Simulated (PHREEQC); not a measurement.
A solution holds 18 mmol/kgw HF and 0.31 mmol/kgw NH4F, at 85 °C. Closed to the air; pH follows from the charge balance.

Model: ion-association model, phreeqc.dat, run in PHREEQC.

```json
[
 {"quantity": "pH", "before": "2.76", "after": "3.30"},
 {"quantity": "ionic strength (mol/kgw)", "before": "0.00213", "after": "0.000543"},
 {"quantity": "HF (mol/kgw)", "before": "0.0160", "after": "0.00128"},
 {"quantity": "F- (mol/kgw)", "before": "0.00200", "after": "0.000540"},
 {"quantity": "HF2- (mol/kgw)", "before": "0.000135", "after": "2.93e-6"}
]
```

Problem. What was changed between the two runs?
(A) temperature from 85 to 40 °C
(B) HF from 0.018 to 0.18 mol/kgw
(C) diluted 10-fold with water
(D) 0.00049 mol/kgw NaOH added
(E) NH4F replaced by NaBF4 at the same molality

Solution. C, diluted 10-fold with water

This is a speciation only: nothing precipitates in the calculation. At this temperature some constants are extrapolated from 25 °C, and those without enthalpy data are left unchanged.
